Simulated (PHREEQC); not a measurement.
A solution holds 0.0055 mol CuSO4, 0.013 mol HBF4 and 0.0061 mol NaCl per kg of water, at 67 °C. Closed to the air; pH follows from the charge balance.

Equilibrium calculation in PHREEQC: ion-association model, phreeqc.dat.

This is a speciation only: nothing precipitates in the calculation.

### Question
Predict the pH, ionic strength.

### Answer
pH 2.15; ionic strength 0.0305 mol/kgw.

### Question
In which forms is B present?

### Answer
BF4- 71 %, H3BO3 21 %, BF3OH- 5.2 %, BF2(OH)2- 2.6 % of the B.

Species that the database lacks are ignored. Constants without temperature data keep their 25 °C values here. Real BF4- forms and hydrolyses slowly; the run takes it at equilibrium.
